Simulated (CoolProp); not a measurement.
Vapour-liquid equilibrium of ethylene (1) + ethane (2) at 0.217 MPa; x and y are mole fractions of (1).

Computed with CoolProp (multi-fluid Helmholtz-energy mixture model, Smukala 2000 and Bücker 2006; pair parameters Bell 2016).

### Question
Give the bubble temperature and the first vapour's composition at x = 0.35, 0.65, 0.85. Is there an azeotrope?

### Answer
x = 0.35: -81.1 °C, y = 0.530; x = 0.65: -85.4 °C, y = 0.788; x = 0.85: -87.9 °C, y = 0.919. No azeotrope shows between x = 0.05 and 0.95.

The pair parameters rest on a limited set of measurements; away from them the model extrapolates.
